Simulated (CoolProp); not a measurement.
Vapour-liquid equilibrium of n-hexane (1) + cyclohexane (2) at 298.9 K; x and y are mole fractions of (1).

Computed with CoolProp (multi-fluid Helmholtz-energy mixture model, Thol 2019 and Zhou 2014; pair parameters Bell 2016).

| x | bubble pressure (kPa) | y at the bubble point | dew pressure at overall composition x (kPa) | liquid density (mol/L) |
|---|---|---|---|---|
| 0.05 | 13.97 | 0.084 | 13.76 | 9.094 |
| 0.125 | 14.68 | 0.195 | 14.23 | 8.957 |
| 0.2 | 15.34 | 0.292 | 14.72 | 8.823 |
| 0.275 | 15.96 | 0.380 | 15.22 | 8.693 |
| 0.35 | 16.55 | 0.460 | 15.75 | 8.566 |
| 0.425 | 17.11 | 0.534 | 16.29 | 8.443 |
| 0.5 | 17.64 | 0.604 | 16.85 | 8.322 |
| 0.575 | 18.16 | 0.670 | 17.42 | 8.205 |
| 0.65 | 18.65 | 0.732 | 18.00 | 8.090 |
| 0.725 | 19.14 | 0.793 | 18.59 | 7.978 |
| 0.8 | 19.61 | 0.852 | 19.19 | 7.869 |
| 0.875 | 20.07 | 0.908 | 19.80 | 7.763 |
| 0.95 | 20.53 | 0.964 | 20.42 | 7.658 |

No azeotrope shows between x = 0.05 and 0.95.

The pair parameters rest on a limited set of measurements; away from them the model extrapolates.
